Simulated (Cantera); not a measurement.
**Aluminium nitride and oxide growth: Al + NH3 + N2**

Charge: 1 mol Al, 15 mol NH3, 7.9 mol N2, held at 1802 °C.

Equilibrium computed with Cantera from the NASA thermochemical tables; the gas is ideal and each condensed phase is pure. Candidate condensed phases: Al, AlN; 13 gas species. Kinetics and transport are ignored.

From 0.0750 Torr to 14.3 Torr nothing is condensed. From 54.0 Torr to 750 Torr the condensed part is AlN(s). The main Al-bearing gas is Al throughout.

| P (Pa) | x H2 | x N2 | x H | x Al | x AlH | x NH3 | x Al2 | x N | n AlN(s) |
|---|---|---|---|---|---|---|---|---|---|
| 10 | 0.439 | 0.361 | 0.177 | 0.0234 | 3.70e-5 | 3.11e-10 | 1.15e-8 | 1.54e-7 | 0 |
| 37 | 0.501 | 0.377 | 0.0980 | 0.0244 | 7.92e-5 | 1.43e-9 | 4.60e-8 | 8.17e-8 | 0 |
| 140 | 0.537 | 0.386 | 0.0522 | 0.0249 | 0.000163 | 6.09e-9 | 1.81e-7 | 4.25e-8 | 0 |
| 520 | 0.557 | 0.390 | 0.0276 | 0.0250 | 0.000321 | 2.40e-8 | 6.82e-7 | 2.22e-8 | 0 |
| 1900 | 0.567 | 0.393 | 0.0145 | 0.0249 | 0.000617 | 9.05e-8 | 2.47e-6 | 1.17e-8 | 0 |
| 7200 | 0.589 | 0.396 | 0.00762 | 0.00664 | 0.000326 | 3.65e-7 | 6.65e-7 | 6.01e-9 | 0.736 |
| 27000 | 0.598 | 0.398 | 0.00396 | 0.000913 | 8.75e-5 | 1.40e-6 | 4.71e-8 | 3.11e-9 | 0.962 |
| 100000 | 0.600 | 0.398 | 0.00206 | 0.000128 | 2.37e-5 | 5.22e-6 | 3.43e-9 | 1.62e-9 | 0.994 |
x: gas mole fraction; n: condensed amount in mol.
